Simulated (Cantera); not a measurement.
Cantera with NASA thermochemical tables; ideal gases at 1 bar, condensed phases pure. Values are per mole of reaction as written; species without (g) are pure solids or liquids, kept so even where they would boil at 1 bar.

Between 300 and 1098 K, where is each reaction favourable under standard conditions?
- 3 Sr + 6 HCl(g) + N2(g) ⇌ 2 NH3(g) + 3 SrCl2


- 3 Sr + 6 HCl(g) + N2(g) ⇌ 2 NH3(g) + 3 SrCl2: ΔG° is -1800 kJ at 300 K and -1227 kJ at 1098 K; it stays negative (K > 1). ΔH° is -1979 kJ and ΔS° -685 J/K at 1098 K.
